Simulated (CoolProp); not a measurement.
The fluid at 310.04 K and 1.07 MPa flows at 0.081 m/s in a round tube of 6 mm bore and 0.25 µm roughness, fully developed (64/Re and Nu = 3.66 if laminar; Colebrook and Gnielinski if turbulent). The same conditions are run with several fluids, on thermodynamics alone (safety and materials aside).

Model: reference Helmholtz-energy equation of state of each fluid (R245fa: Akasaka 2015; benzene: Thol 2012; n-butane: Bücker 2006), in CoolProp.

Q: Rank R245fa, benzene, n-butane by Reynolds number, highest first.

A: n-butane (1900), R245fa (1830), benzene (808)

| fluid | Darcy friction factor | pressure drop (Pa/m) | heat-transfer coefficient (W/(m² K)) | mass flow (kg/h) |
|---|---|---|---|---|
| R245fa | 0.0350 | 25.1 | 54.2 | 10.8 |
| benzene | 0.0793 | 37.3 | 83.9 | 7.10 |
| n-butane | 0.0337 | 10.3 | 61.3 | 4.62 |

Transport values come from each fluid's own correlations; those of R245fa are estimates that may be off by 10 % or more.
